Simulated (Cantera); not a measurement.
A closed system holds: 1 mol B, 18 mol NH3, 87 mol N2, equilibrated at 1523 K and 1.00 bar.

These are equilibrium values from Cantera (NASA tables, ideal gas, pure condensed phases), not measurements of a reactor. Candidate condensed phases: B, BN; 15 gas species. Rates play no part.

Base state: N2 0.780, H2 0.220, H 1.09e-5 (mole fractions); condensed: BN(s).

Task: What changes in the equilibrium state with this change: temperature from 1523 K to 2048.15 K?

Result: 
```csv
species,before,after
N2,0.780,0.779
H2,0.220,0.220
H,1.09e-5,0.00105
"BN(s), mol",1.00,1.000
```
